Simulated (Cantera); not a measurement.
What does this Cantera script print?

```python
import numpy as np
import cantera as ct

gas_names = """
    TiCL3 CL
""".split()
cond_names = """
    C(gr) TiC(s) TiC(L)
""".split()


# ... load() reads the species with a 1 bar reference pressure and builds the phases ...
species = {s.name: s for s in load("nasa_gas.yaml", gas_names) + load("nasa_condensed.yaml", cond_names)}
# Each term lists the table entries of one substance; the one whose range holds T is used.
reactions = {
    'C + TiCl3(g) = 3 Cl(g) + TiC':
        [(-1, ['C(gr)']), (-1, ['TiCL3']), (3, ['CL']), (1, ['TiC(s)', 'TiC(L)'])],
}


def pick(names, T):
    return next(species[n] for n in names if species[n].thermo.min_temp <= T <= species[n].thermo.max_temp)


results = []
for label, terms in reactions.items():
    print(label)
    print("     T/K   dH/kJ  dS/(J/K)   dG/kJ   log10 K")
    for T in [300, 2198, 2248, 2298, 2348, 2398, 2448, 2498, 2548, 2598]:
        used = [(nu, pick(names, T)) for nu, names in terms]
        dH = sum(nu * s.thermo.h(T) for nu, s in used) / 1e6
        dS = sum(nu * s.thermo.s(T) for nu, s in used) / 1e3
        dG = dH - T * dS / 1e3
        logK = -dG * 1e6 / (ct.gas_constant * T * np.log(10))
        results.append((label, T, dH, dS, dG, logK, [s.name for _, s in used]))
        print(f"{T:8g} {dH:8.1f} {dS:8.1f} {dG:8.1f} {logK:8.2f}")
```

Result:

```
C + TiCl3(g) = 3 Cl(g) + TiC
     T/K   dH/kJ  dS/(J/K)   dG/kJ   log10 K
     300    719.2    197.3    660.0  -114.91
    2198    743.0    224.8    248.9    -5.92
    2248    743.7    225.1    237.7    -5.52
    2298    744.4    225.4    226.4    -5.15
    2348    745.1    225.7    215.1    -4.79
    2398    745.9    226.0    203.8    -4.44
    2448    746.7    226.4    192.5    -4.11
    2498    747.5    226.7    181.2    -3.79
    2548    748.3    227.0    169.9    -3.48
    2598    749.1    227.3    158.5    -3.19
```

Source: NASA polynomial tables (part measured, part estimated), evaluated in Cantera. TiC: taken at fixed stoichiometry. Condensed species are held in their standard states even where they would react or evaporate.
